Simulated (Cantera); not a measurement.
Feed: 1 mol CaCO3, 2.8 mol O2, at 44000 Pa.

Method: chemical equilibrium by Gibbs-energy minimisation in Cantera with the NASA 1993 tables (ideal gas, pure condensed phases). Candidate condensed phases: C, Ca, CaCO3, CaO; 15 gas species. Equilibrium is a limit: real reactors are often held back by kinetics, nucleation or transport.

Problem. Which condensed phases are stable at each of these points (T (K)): 900, 950, 1000, 1050, 1100, 1150, 1200, 1250, 1300, 1350, 1400, 1450, 1500, 1550?

Solution. 
```csv
T (K),condensed phases,Ca condensed (%)
900,CaCO3(calcite) + CaO(s),100.0
950,CaCO3(calcite) + CaO(s),100.0
1000,CaCO3(calcite) + CaO(s),100.0
1050,CaO(s),100.0
1100,CaO(s),100.0
1150,CaO(s),100.0
1200,CaO(s),100.0
1250,CaO(s),100.0
1300,CaO(s),100.0
1350,CaO(s),100.0
1400,CaO(s),100.0
1450,CaO(s),100.0
1500,CaO(s),100.0
1550,CaO(s),100.0
```

From 900 K to 1000 K the condensed part is CaCO3(calcite) + CaO(s). From 1050 K to 1550 K the condensed part is CaO(s).
